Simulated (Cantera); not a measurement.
## Thermodynamics of silicon nitride deposition, feed trisilylamine + NH3 + H2

Charge: 1 mol trisilylamine, 0.34 mol NH3, 6.8 mol H2, held at 1423 K.

These are equilibrium values from Cantera (NASA tables, ideal gas, pure condensed phases), not measurements of a reactor. Candidate condensed phases: Si, Si3N4; 18 gas species. The feed counts by its element totals alone. Mutual solubility and eutectic melting of coexisting phases are not modelled. The numbers say what is thermodynamically allowed, not how fast it happens.

At 5.00 Pa the condensed part is Si(s). From 21.0 Pa to 1.00 bar the condensed part is Si(s) + Si3N4(s). The main Si-bearing gas is Si at 5.00 Pa and SiH4 at 1.00 bar.

```
P (Pa)  log p H2  log p N2  log p H  log p Si  log p SiH  log p SiH4  log p SiH2  n Si(s)  n Si3N4(s)
------  --------  --------  -------  --------  ---------  ----------  ----------  -------  ----------
5          -4.33     -5.57    -7.34     -8.82     -10.33      -14.68      -10.60     3.00           0
21         -3.70     -5.02    -7.03     -8.82     -10.01      -13.43       -9.98     2.84      0.0528
85         -3.08     -5.02    -6.72     -8.82      -9.70      -12.18       -9.35     2.20       0.268
350        -2.46     -5.02    -6.41     -8.82      -9.39      -10.95       -8.74     2.04       0.319
1400       -1.85     -5.02    -6.10     -8.82      -9.09       -9.74       -8.13     2.01       0.331
5900       -1.23     -5.02    -5.79     -8.82      -8.78       -8.49       -7.51     2.00       0.334
24000      -0.62     -5.02    -5.49     -8.82      -8.47       -7.27       -6.90     2.00       0.335
100000      0.00     -5.02    -5.18     -8.82      -8.16       -6.03       -6.28     2.00       0.335
```
log p: log10 of the partial pressure in bar; n: condensed amount in mol.
